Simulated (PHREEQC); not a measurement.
Dissolve 3.6 mmol/kgw CaCl2, 22 mmol/kgw Na2HPO4 and 0.035 mmol/kgw KCl at 20 °C. Closed to the air; pH follows from the charge balance.

Model: ion-association model, phreeqc.dat, run in PHREEQC.

Precipitation was switched off in this run.

### Question
Predict the pH, specific conductance, ionic strength.

### Answer
pH 8.27; specific conductance 3390 µS/cm; ionic strength 0.0644 mol/kgw.

### Question
In which forms is Ca present?

### Answer
CaHPO4 48 %, Ca+2 28 %, CaPO4- 24 % of the Ca.

The solution is supersaturated, for example in Hydroxyapatite, so a real one may precipitate; this is no full list.
